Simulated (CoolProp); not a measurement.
Aqueous propylene glycol as a coolant, at 11 °C, 1 atm.

The numbers come from the Melinder's fits for secondary coolants in CoolProp.

```csv
mass %,freezing point (°C),Prandtl number,viscosity (mPa s),cp (kJ/(kg K)),conductivity (W/(m K))
4.5,?,11.3,1.53,?,0.559
12,-3.6,15.7,2.02,4.046,0.522
19.5,-6.9,22.2,2.71,3.964,0.485
27,-10.9,32.0,3.73,3.873,0.451
34.5,-15.9,?,5.19,3.767,0.418
41.9,-22.4,67.5,7.16,3.645,0.387
49.4,-31.3,96.0,9.78,3.507,0.357
```

Question: Complete the blanks.

Answer: 
- 4.5, freezing point (°C): -1.1
- 4.5, cp (kJ/(kg K)): 4.132
- 34.5, Prandtl number: 46.8
